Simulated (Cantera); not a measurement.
Cantera run:

```python
import numpy as np
import cantera as ct

gas_names = """
    H HNO HNO2 HNO3 HO2 H2 H2O H2O2 N NH NH2 NH3 NH2OH NO NO2 NO3 N2 N2H2 N2H4 N2O O OH O2 O3 Si SiH
    SiH2 SiH3 SiH4 SiN SiO SiO2 Si2 Si2N Si3
""".split()
cond_names = """
    H2O(s) H2O(L) Si(cr) Si(L) SiO2(Lqz) SiO2(hqz) SiO2(L) Si2N2O(s) Si3N4(a)
""".split()


# ... load() reads the species with a 1 bar reference pressure and builds the phases ...
atoms = {
    'Si2H6': {'Si': 2, 'H': 6},
    'O3': {'O': 3},
    'N2': {'N': 2},
}
top_T = {'Si2N2O(s)': 2100, 'Si3N4(a)': 2400}  # K; cautious upper limits of use, not melting points


# ... equilibrate(T, P, feed) seeds the gas with the atoms and calls Mixture.equilibrate('TP', solver="vcs", rtol=1e-11, max_steps=5000) ...
results = []
feed = {'Si2H6': 1, 'O3': 0.24, 'N2': 83}  # mol
T = 1798.15  # K
for P in [5, 36, 260, 1900, 14000, 100000]:
    mix = equilibrate(T, P, feed)
    results.append((T, P, feed, dict(zip(mix.species_names, mix.species_moles))))

top = {s: max(r[3][s] / sum(r[3][g] for g in gas_names) for r in results) for s in gas_names}
cols = sorted((s for s in top if top[s] > 1e-05), key=lambda s: -top[s])[:9]
seen = [c for c in cond_names if any(r[3].get(c, 0) > 1e-12 for r in results)]
print("log10 of partial pressures in bar; condensed amounts in mol")
print(f"{'P/Pa':>10s}" + "".join(f"{s[:9]:>10s}" for s in cols + seen))
for T, P, feed, n in results:
    ng = sum(n[g] for g in gas_names)
    print(f"{P:10.4g}" + "".join(f"{np.log10(max(n[s] / ng * P / 1e5, 1e-99)):10.3f}" for s in cols)
          + "".join(f"{n.get(c, 0):10.4g}" for c in seen))
```

It prints:

```
log10 of partial pressures in bar; condensed amounts in mol
      P/Pa        N2        H2        Si         H       SiO      Si2N       SiN       Si2       SiH     Si(L) Si2N2O(s)  Si3N4(a)
         5    -4.328    -5.829    -6.144    -6.367    -6.390    -9.087    -8.660    -9.000    -8.999         0         0         0
        36    -3.467    -4.931    -5.510    -5.918    -5.529    -7.388    -7.595    -7.731    -7.916    0.4861         0         0
       260    -2.605    -4.055    -5.510    -5.480    -4.667    -6.957    -7.164    -7.731    -7.478     1.164         0         0
      1900    -1.741    -3.181    -5.728    -5.043    -3.798    -6.961    -6.950    -8.168    -7.259         0         0    0.4232
   1.4e+04    -0.870    -2.307    -6.309    -4.606    -3.896    -7.687    -7.095    -9.329    -7.403         0    0.6429    0.2122
     1e+05    -0.016    -1.452    -6.878    -4.179    -4.181    -8.399    -7.238   -10.468    -7.545         0    0.7144    0.1885
```

Equilibrium computed with Cantera from the NASA thermochemical tables; the gas is ideal and each condensed phase is pure. The feed counts by its element totals alone. Mutual solubility and eutectic melting of coexisting phases are not modelled. The tables' values for SiN are old estimates; treat these amounts as uncertain.
